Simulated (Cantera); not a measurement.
# Equilibrium for oxide etching and cleaning by halides: MgO + NF₃ + HF

Feed: 1 mol MgO, a varied amount of NF₃, 23 mol HF, at 1575 K and 1000 Pa.

Equilibrium computed with Cantera from the NASA thermochemical tables; the gas is ideal and each condensed phase is pure. Candidate condensed phases: H₂O, Mg, MgF₂, MgO, Mg(OH)₂; 50 gas species. The numbers say what is thermodynamically allowed, not how fast it happens.

| n(NF₃) (mol) | x HF | x F | x N₂ | x MgF₂ | x O₂ | n MgF₂(l) |
|---|---|---|---|---|---|---|
| 1.8 | 0.811 | 0.120 | 0.0317 | 0.0202 | 0.0176 | 0.426 |
| 3.4 | 0.675 | 0.240 | 0.0498 | 0.0202 | 0.0146 | 0.311 |
| 5 | 0.578 | 0.326 | 0.0628 | 0.0202 | 0.0125 | 0.195 |
| 6.6 | 0.505 | 0.391 | 0.0724 | 0.0202 | 0.0109 | 0.0794 |
| 8.2 | 0.449 | 0.441 | 0.0800 | 0.0195 | 0.00970 | 0 |
| 9.8 | 0.405 | 0.482 | 0.0862 | 0.0176 | 0.00874 | 0 |
| 11 | 0.377 | 0.508 | 0.0901 | 0.0164 | 0.00813 | 0 |
| 13 | 0.338 | 0.544 | 0.0956 | 0.0147 | 0.00729 | 0 |
| 15 | 0.307 | 0.573 | 0.1000 | 0.0133 | 0.00661 | 0 |
| 16 | 0.293 | 0.586 | 0.102 | 0.0127 | 0.00631 | 0 |
| 18 | 0.269 | 0.608 | 0.105 | 0.0117 | 0.00579 | 0 |
x: gas mole fraction; n: condensed amount in mol.

From 1.8 mol NF₃ to 6.6 mol NF₃ the condensed part is MgF₂(l). From 8.2 mol NF₃ to 18 mol NF₃ nothing is condensed. The main Mg-bearing gas is MgF₂ throughout.
